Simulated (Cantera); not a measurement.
A closed system holds: 1 mol trisilylamine, 19 mol N₂, 0.12 mol H₂, equilibrated at 8.25 Torr.

Equilibrium computed with Cantera from the NASA thermochemical tables; the gas is ideal and each condensed phase is pure. Candidate condensed phases: Si, Si₃N₄; 18 gas species. The feed counts by its element totals alone. Gases not in the tables: Si₂H₆ and higher silanes. Equilibrium is a limit: real reactors are often held back by kinetics, nucleation or transport.

Problem. Which condensed phases are stable at each of these points (T (K)): 825, 975, 1125, 1275, 1425, 1575, 1725, 1875, 2025?

Solution. 
```
T (K)  condensed phases  Si condensed (%)
-----  ----------------  ----------------
825            Si₃N₄(s)             100.0
975            Si₃N₄(s)             100.0
1125           Si₃N₄(s)             100.0
1275           Si₃N₄(s)             100.0
1425           Si₃N₄(s)             100.0
1575           Si₃N₄(s)             100.0
1725           Si₃N₄(s)             100.0
1875              Si(l)              99.2
2025              Si(l)              95.1
```

From 825 K to 1725 K the condensed part is Si₃N₄(s). From 1875 K to 2025 K the condensed part is Si(l).
